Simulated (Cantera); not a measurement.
A Cantera script and what it prints.

```python
import numpy as np
import cantera as ct

gas_names = [...]  # 97 gases of nasa_gas.yaml made of Al, C, H, N
cond_names = """
    AL(cr) AL(L) ALN(s) C(gr) C6H6(L) C7H8(L) C8H18(L),n-octa
""".split()


# ... load() reads the species with a 1 bar reference pressure and builds the phases ...
atoms = {
    'Al(CH3)3': {'AL': 1, 'C': 3, 'H': 9},
    'NH3': {'N': 1, 'H': 3},
    'H2': {'H': 2},
}
top_T = {'ALN(s)': 2750, 'C(gr)': 4500}  # K; cautious upper limits of use, not melting points


# ... equilibrate(T, P, feed) seeds the gas with the atoms and calls Mixture.equilibrate('TP', solver="vcs", rtol=1e-11, max_steps=5000) ...
results = []
feed = {'Al(CH3)3': 1, 'NH3': 24, 'H2': 30}  # mol
P = 45  # Pa
for T in [800, 900, 1000, 1100, 1200, 1300, 1400, 1500, 1600, 1700, 1800, 1900, 2000, 2100]:
    mix = equilibrate(T, P, feed)
    results.append((T, P, feed, dict(zip(mix.species_names, mix.species_moles))))

top = {s: max(r[3][s] / sum(r[3][g] for g in gas_names) for r in results) for s in gas_names}
cols = sorted((s for s in top if top[s] > 1e-06), key=lambda s: -top[s])[:6]
seen = [c for c in cond_names if any(r[3].get(c, 0) > 1e-12 for r in results)]
print("log10 of partial pressures in bar; condensed amounts in mol")
print(f"{'T/K':>10s}" + "".join(f"{s[:9]:>10s}" for s in cols + seen))
for T, P, feed, n in results:
    ng = sum(n[g] for g in gas_names)
    print(f"{T:10.4g}" + "".join(f"{np.log10(max(n[s] / ng * P / 1e5, 1e-99)):10.3f}" for s in cols)
          + "".join(f"{n.get(c, 0):10.4g}" for c in seen))
```

Result:

```
log10 of partial pressures in bar; condensed amounts in mol
       T/K        H2        N2         H        AL       HCN C2H2,acet    ALN(s)     C(gr)
       800    -3.413    -4.200   -13.244   -27.671   -10.834   -15.301         1     2.963
       900    -3.412    -4.200   -11.638   -22.994    -9.865   -13.663         1     2.991
      1000    -3.412    -4.200   -10.350   -19.259    -9.091   -12.355         1     2.997
      1100    -3.412    -4.200    -9.294   -16.209    -8.459   -11.288         1     2.998
      1200    -3.412    -4.200    -8.411   -13.671    -7.934   -10.401         1     2.997
      1300    -3.412    -4.200    -7.662   -11.528    -7.490    -9.652         1     2.994
      1400    -3.413    -4.200    -7.019    -9.695    -7.111    -9.011         1     2.985
      1500    -3.413    -4.201    -6.461    -8.108    -6.783    -8.457    0.9985     2.968
      1600    -3.414    -4.201    -5.972    -6.723    -6.497    -7.975    0.9649     2.937
      1700    -3.420    -4.197    -5.542    -5.506    -6.245    -7.555    0.4164     2.881
      1800    -3.428    -4.196    -5.160    -5.276    -6.024    -7.184         0     2.792
      1900    -3.438    -4.202    -4.819    -5.279    -5.831    -6.856         0     2.656
      2000    -3.455    -4.212    -4.517    -5.286    -5.665    -6.570         0     2.457
      2100    -3.487    -4.229    -4.250    -5.298    -5.526    -6.327         0     2.181
```

These are equilibrium values from Cantera (NASA tables, ideal gas, pure condensed phases), not measurements of a reactor. The feed counts by its element totals alone.
